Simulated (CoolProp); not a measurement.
A single-stage vapour-compression cycle with the fluid: evaporating at 329.15 K (dew point), condensing at 373.15 K (bubble point), superheat 5 K, subcooling 2 K, compressor efficiency 0.7, no pressure losses. The same conditions are run with several fluids, on thermodynamics alone (safety and materials aside).

Values from CoolProp's reference Helmholtz-energy equation of state of each fluid (c-C4F8 (RC318): Platzer 1990; R114: Platzer 1990; n-perfluoropentane: Gao 2022; R142b: Lemmon 2006; R113: Marx 1992; isobutene: Lemmon 2005). The equations of Platzer and Polt are older, rougher fits.

```json
[
 {"fluid": "c-C4F8 (RC318)", "cooling COP": "2.68", "pressure ratio": "2.71", "discharge temperature (K)": "373.2", "refrigerating effect (kJ/kg)": "38.2", "volumetric capacity (kJ/m³)": "2540"},
 {"fluid": "R114", "cooling COP": "3.74", "pressure ratio": "2.71", "discharge temperature (K)": "374.2", "refrigerating effect (kJ/kg)": "72.2", "volumetric capacity (kJ/m³)": "2660"},
 {"fluid": "n-perfluoropentane", "cooling COP": "3.03", "pressure ratio": "3.14", "discharge temperature (K)": "373.2", "refrigerating effect (kJ/kg)": "37.7", "volumetric capacity (kJ/m³)": "1070"},
 {"fluid": "R142b", "cooling COP": "3.86", "pressure ratio": "2.61", "discharge temperature (K)": "384.9", "refrigerating effect (kJ/kg)": "120", "volumetric capacity (kJ/m³)": "4100"},
 {"fluid": "R113", "cooling COP": "4.32", "pressure ratio": "3.29", "discharge temperature (K)": "374.1", "refrigerating effect (kJ/kg)": "104", "volumetric capacity (kJ/m³)": "979"},
 {"fluid": "isobutene", "cooling COP": "3.87", "pressure ratio": "2.58", "discharge temperature (K)": "380.3", "refrigerating effect (kJ/kg)": "215", "volumetric capacity (kJ/m³)": "3610"}
]
```

The compression ends wet for: c-C4F8 (RC318); n-perfluoropentane.
